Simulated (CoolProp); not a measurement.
Computed with CoolProp (reference Helmholtz-energy equation of state, Zhou 2012).

**Question.** Give the vapour pressure (bar), liquid density (kg/m³), enthalpy of vaporisation (kJ/kg), surface tension (mN/m) of saturated ethylbenzene at 101.05 °C.

**Answer.** 
```tsv
T (°C)	p (bar)	liquid density (kg/m³)	enthalpy of vaporisation (kJ/kg)	surface tension (mN/m)
101.05	0.355	794	356	20.5
```

Surface tension comes from a separate correlation (Mulero 2014).
